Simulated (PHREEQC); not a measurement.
Metal-bearing waste water: speciation

Solution (3.9 °C): 0.019 mol/kgw Al2(SO4)3, 0.00036 mol/kgw NaHCO3 and 0.00087 mol/kgw Na2SO4. Closed to the air; pH follows from the charge balance.

All values are PHREEQC results (ion-association model, phreeqc.dat), not measurements.

Precipitation was switched off in this run.

**Question.** Predict the pH.

**Answer.** pH 4.77.

**Question.** In which forms is Na present?

**Answer.** Na+ 97 %, NaSO4- 3.3 % of the Na.

The solution is supersaturated, for example in Gibbsite (slow to form), so a real one may precipitate; this is no full list. Away from 25 °C the constants follow the database's enthalpies or fits; those with neither stay at their 25 °C values.
